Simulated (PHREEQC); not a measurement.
Dissolve 1.7 mmol/kgw Al2(SO4)3 and 29 mmol/kgw MgSO4 at 10 °C. Closed to the air; pH follows from the charge balance.

Equilibrium calculation in PHREEQC: ion-association model, phreeqc.dat.

### Question
The ionic strength comes out as 0.0815 mol/kgw. What activity coefficients do HSO4-, AlSO4+, Mg+2, Al+3, Al(SO4)2- get?

### Answer
HSO4- 0.80, AlSO4+ 0.79, Mg+2 0.44, Al+3 0.20, Al(SO4)2- 0.79.

Precipitation was switched off in this run. Saturation is exceeded, for instance for Gibbsite (slow to form); the values hold only as long as no solid forms. At this temperature some constants are extrapolated from 25 °C, and those without enthalpy data are left unchanged.
